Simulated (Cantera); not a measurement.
What does this Cantera script print?

```python
import numpy as np
import cantera as ct

gas = ct.Solution("gri30.yaml")
gas.TPX = 925, 1500, {'H2': 0.32, 'O2': 1}
inlet = ct.Reservoir(gas, clone=True)

reactor = ct.IdealGasConstPressureReactor(gas, energy="off", clone=False)
exhaust = ct.Reservoir(gas, clone=True)
tau = [0.6, 0.37, 0.24, 0.15, 0.093, 0.059, 0.037, 0.023, 0.015, 0.0092][0]
for a, b in ((inlet, reactor), (reactor, exhaust)):
    ct.MassFlowController(a, b, mdot=lambda t: reactor.mass / tau)
net = ct.ReactorNet([reactor])
show = ['H2', 'O2', 'OH', 'H2O2', 'H2O']

rows = []
print(f"{'tau/s':>10s}{'T/K':>9s}" + "".join(f"{s:>11s}" for s in show))
for tau in [0.6, 0.37, 0.24, 0.15, 0.093, 0.059, 0.037, 0.023, 0.015, 0.0092]:
    net.initial_time = 0.0
    net.advance(30 * tau)
    before = gas.X
    net.advance(40 * tau)
    drift = np.max(np.abs(gas.X - before) / (gas.X + 1e-9))
    rows.append([gas.T, *gas[show].X, drift])
    print(f"{tau:10.3e}{gas.T:9.1f}" + "".join(f"{x:11.3e}" for x in gas[show].X))
```

Result:

```
     tau/s      T/K         H2         O2         OH       H2O2        H2O
 6.000e-01    925.0  3.940e-03  7.235e-01  5.432e-04  6.269e-07  2.706e-01
 3.700e-01    925.0  5.149e-03  7.232e-01  6.669e-04  6.609e-07  2.690e-01
 2.400e-01    925.0  6.524e-03  7.230e-01  8.031e-04  6.894e-07  2.670e-01
 1.500e-01    925.0  8.414e-03  7.225e-01  9.839e-04  7.171e-07  2.643e-01
 9.300e-02    925.0  1.087e-02  7.219e-01  1.209e-03  7.401e-07  2.606e-01
 5.900e-02    925.0  1.385e-02  7.211e-01  1.469e-03  7.548e-07  2.560e-01
 3.700e-02    925.0  1.773e-02  7.200e-01  1.786e-03  7.598e-07  2.497e-01
 2.300e-02    925.0  2.278e-02  7.184e-01  2.163e-03  7.517e-07  2.411e-01
 1.500e-02    925.0  2.850e-02  7.165e-01  2.546e-03  7.310e-07  2.310e-01
 9.200e-03    925.0  3.679e-02  7.136e-01  3.016e-03  6.910e-07  2.160e-01
```

Cantera simulation using GRI-Mech 3.0 (53 species, 325 reactions); the numbers are that mechanism's predictions, not measurements. Radical loss at walls, strong at low pressure, is not modelled. Below about 950 K walls govern HO2 and H2O2 in real vessels. The temperature is held fixed by assumption; the heat of reaction is taken as removed at once.
